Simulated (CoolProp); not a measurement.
R365MFC along the isobar 2.55 bar: density (kg/m³) from the reference equation and from simpler models built on Tc = 186.9 °C, pc = 32.66 bar, ω = 0.377; each cubic takes its own stable root.

The numbers come from the reference Helmholtz-energy equation of state, Lemmon 2016 in CoolProp.

```
T (°C)  phase  reference
------  -----  ---------
102.05    gas      12.87
107.05    gas      12.66
112.15    gas      12.45
117.15    gas      12.26
122.15    gas      12.07
127.15    gas      11.90
132.25    gas      11.72
137.25    gas      11.56
142.25    gas      11.40
147.25    gas      11.24
152.25    gas      11.09
157.35    gas      10.94
162.35    gas      10.80
167.35    gas      10.67
172.35    gas      10.53
177.45    gas      10.40
```

Task: How far does each simpler model (ideal gas, van der Waals, Soave-Redlich-Kwong, Peng-Robinson) lie from the reference over these 16 states: mean and median of the absolute difference, and the worst?

Result: 
- ideal gas: mean 4.3 %, median 4.2 %, worst -6.0 % at 102.05 °C and 2.55 bar
- van der Waals: mean 1.2 %, median 1.1 %, worst -2.2 % at 102.05 °C and 2.55 bar
- Soave-Redlich-Kwong: mean 0.2 %, median 0.2 %, worst -0.5 % at 102.05 °C and 2.55 bar
- Peng-Robinson: mean 0.1 %, median 0.1 %, worst +0.2 % at 147.25 °C and 2.55 bar
